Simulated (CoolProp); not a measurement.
A Linde-Hampson liquefier for normal hydrogen: isothermal reversible compression at 290 K from 1 atm to 30 MPa, throttling to 1 atm, return gas leaving the recuperator 5 K below the feed. Each further row changes one setting.

Model: reference Helmholtz-energy equation of state, Leachman 2009, in CoolProp.

```
case                        compression work (kJ/kg of gas)
--------------------------  -------------------------------
as stated                                              7030
high pressure 60 MPa                                   8090
warm-end temperature 320 K                             7740
warm-end gap 10 K                                      7030
```
